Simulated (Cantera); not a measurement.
Cantera run:

```python
import numpy as np
import cantera as ct

gas_names = """
    AL ALH ALO ALOH ALO2 ALO2H AL2 AL2O AL2O2 H HALO HO2 H2 H2O H2O2 O OH O2 O3
""".split()
cond_names = """
    AL(cr) AL(L) AL2O3(a) AL2O3(L) H2O(s) H2O(L)
""".split()


# ... load() reads the species with a 1 bar reference pressure and builds the phases ...
atoms = {
    'Al2O3': {'AL': 2, 'O': 3},
    'H2': {'H': 2},
}
top_T = {}  # K; cautious upper limits of use, not melting points


# ... equilibrate(T, P, feed) seeds the gas with the atoms and calls Mixture.equilibrate('TP', solver="vcs", rtol=1e-11, max_steps=5000) ...
results = []
feed = {'Al2O3': 1, 'H2': 51}  # mol
P = 990  # Pa
for T in [773, 923, 1073, 1223, 1373, 1523, 1673, 1823, 1973, 2123, 2273, 2423, 2573]:
    mix = equilibrate(T, P, feed)
    results.append((T, P, feed, dict(zip(mix.species_names, mix.species_moles))))
    x = sorted(zip(gas.X, gas.species_names), reverse=True)
    print(f"T = {T:g} K  P = {P:g} Pa  gas = {mix.phase_moles(0):.4g} mol")
    print("   x: " + "  ".join(f"{s} {v:.3e}" for v, s in x if v > 1e-06))
    print("   condensed (mol): " + ("  ".join(f"{mix.phase(i).name} {mix.phase_moles(i):.4g}"
          for i in range(1, mix.n_phases) if mix.phase_moles(i) > 1e-12) or "none"))
```

It prints:

```
T = 773 K  P = 990 Pa  gas = 51 mol
   x: H2 1.000e+00
   condensed (mol): AL2O3(a) 1
T = 923 K  P = 990 Pa  gas = 51 mol
   x: H2 1.000e+00
   condensed (mol): AL2O3(a) 1
T = 1073 K  P = 990 Pa  gas = 51 mol
   x: H2 1.000e+00
   condensed (mol): AL2O3(a) 1
T = 1223 K  P = 990 Pa  gas = 51 mol
   x: H2 1.000e+00  H 3.022e-06
   condensed (mol): AL2O3(a) 1
T = 1373 K  P = 990 Pa  gas = 51 mol
   x: H2 1.000e+00  H 3.347e-05
   condensed (mol): AL2O3(a) 1
T = 1523 K  P = 990 Pa  gas = 51.01 mol
   x: H2 9.998e-01  H 2.323e-04  H2O 1.653e-06
   condensed (mol): AL2O3(a) 1
T = 1673 K  P = 990 Pa  gas = 51.03 mol
   x: H2 9.988e-01  H 1.144e-03  H2O 1.485e-05  AL 8.186e-06
   condensed (mol): AL2O3(a) 0.9997
T = 1823 K  P = 990 Pa  gas = 51.11 mol
   x: H2 9.955e-01  H 4.345e-03  H2O 9.307e-05  AL 4.968e-05  AL2O 6.880e-06  ALOH 3.271e-06  ALH 2.111e-06
   condensed (mol): AL2O3(a) 0.9982
T = 1973 K  P = 990 Pa  gas = 51.36 mol
   x: H2 9.858e-01  H 1.346e-02  H2O 4.395e-04  AL 2.245e-04  AL2O 4.202e-05  ALOH 1.849e-05  ALH 6.584e-06
   condensed (mol): AL2O3(a) 0.9914
T = 2123 K  P = 990 Pa  gas = 51.97 mol
   x: H2 9.619e-01  H 3.536e-02  H2O 1.648e-03  AL 8.025e-04  AL2O 1.919e-04  ALOH 7.993e-05  ALH 1.698e-05  OH 7.492e-06  ALO 5.994e-06
   condensed (mol): AL2O3(a) 0.9665
T = 2273 K  P = 990 Pa  gas = 53.32 mol
   x: H2 9.109e-01  H 8.058e-02  H2O 5.067e-03  AL 2.363e-03  AL2O 6.883e-04  ALOH 2.760e-04  OH 6.958e-05  ALO 5.532e-05  ALH 3.705e-05  ALO2H 6.368e-06  O 4.224e-06
   condensed (mol): AL2O3(a) 0.8902
T = 2423 K  P = 990 Pa  gas = 55.99 mol
   x: H2 8.175e-01  H 1.611e-01  H2O 1.224e-02  AL 5.715e-03  AL2O 1.782e-03  ALOH 7.140e-04  OH 4.561e-04  ALO 3.501e-04  ALH 6.682e-05  O 5.995e-05  ALO2H 4.142e-05  AL2O2 5.466e-06
   condensed (mol): AL2O3(L) 0.7071
T = 2573 K  P = 990 Pa  gas = 60.8 mol
   x: H2 6.716e-01  H 2.829e-01  H2O 2.372e-02  AL 1.179e-02  AL2O 3.635e-03  OH 2.246e-03  ALO 1.668e-03  ALOH 1.464e-03  O 6.151e-04  ALO2H 1.889e-04  ALH 1.011e-04  AL2O2 2.693e-05  O2 8.863e-06
   condensed (mol): AL2O3(L) 0.315
```

These are equilibrium values from Cantera (NASA tables, ideal gas, pure condensed phases), not measurements of a reactor. The tables' values for AlOH are old estimates; treat these amounts as uncertain.
